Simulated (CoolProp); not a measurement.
Properties of R134a along the isotherm 408.3 K.

The numbers come from the reference Helmholtz-energy equation of state, Tillner-Roth 1994 in CoolProp.

```tsv
p (MPa)	phase	density (kg/m³)	cp (kJ/(kg K))	expansivity (1/kK)	Prandtl number	fugacity coefficient
0.128	gas	3.879	1.024	2.524	0.739	0.9919
0.2	gas	6.089	?	2.567	0.742	0.9874
0.311	gas	9.537	1.033	2.636	0.746	0.9804
0.485	gas	15.05	1.042	2.750	0.753	0.9695
0.755	gas	23.87	1.057	2.939	0.764	0.9526
1.17	gas	38.12	?	3.268	0.784	0.9270
1.83	gas	62.82	1.132	3.910	0.821	0.8869
2.85	gas	107.5	1.238	5.339	0.900	0.8261
4.44	supercritical	203.6	1.568	9.871	1.13	0.7341
6.91	supercritical	?	2.781	24.28	2.39	0.5985
10.8	supercritical	779.3	1.868	8.242	2.36	0.4565
16.7	supercritical	908.1	1.593	4.448	2.33	0.3636
26.1	supercritical	1008	?	2.896	2.42	0.3120
40.6	supercritical	1096	1.402	2.065	2.60	0.3032
```

### Question
Fill in the missing entries.

### Answer

- 0.2, cp (kJ/(kg K)): 1.027
- 1.17, cp (kJ/(kg K)): 1.083
- 6.91, density (kg/m³): 501.4
- 26.1, cp (kJ/(kg K)): 1.470

The peak of cp marks the crossing from liquid-like to gas-like fluid above the critical point.

Viscosity comes from a separate model (Huber 2003), an estimate that may be off by 10 % or more. Thermal conductivity comes from a separate model (McLinden 2000), an estimate that may be off by 10 % or more.
